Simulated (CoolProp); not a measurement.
Properties of R124 along the isobar 4.77 MPa.

Computed with CoolProp (reference Helmholtz-energy equation of state, de Vries 1995).

| T (°C) | phase | cv (kJ/(kg K)) | Joule-Thomson coefficient (K/MPa) | isothermal compressibility (1/MPa) | fugacity coefficient |
|---|---|---|---|---|---|
| -52.05 | liquid | 0.6885 | -0.3979 | 0.001215 | 0.003385 |
| -47.15 | liquid | 0.6929 | -0.3903 | 0.001283 | 0.004532 |
| -42.15 | liquid | 0.6973 | -0.3820 | 0.001359 | 0.006008 |
| -37.25 | liquid | 0.7018 | -0.3735 | 0.001438 | 0.007806 |
| -32.35 | liquid | 0.7064 | -0.3645 | 0.001524 | 0.01001 |
| -27.35 | liquid | 0.7111 | -0.3548 | 0.001619 | 0.01273 |
| -22.45 | liquid | 0.7158 | -0.3447 | 0.001719 | 0.01593 |
| -17.45 | liquid | 0.7206 | -0.3337 | 0.001830 | 0.01980 |
| -12.55 | liquid | 0.7254 | -0.3222 | 0.001949 | 0.02425 |
| -7.55 | liquid | 0.7303 | -0.3098 | 0.002081 | 0.02953 |
| -2.65 | liquid | 0.7352 | -0.2967 | 0.002222 | 0.03550 |
| 2.35 | liquid | 0.7402 | -0.2825 | 0.002380 | 0.04245 |
| 7.25 | liquid | 0.7452 | -0.2675 | 0.002550 | 0.05017 |
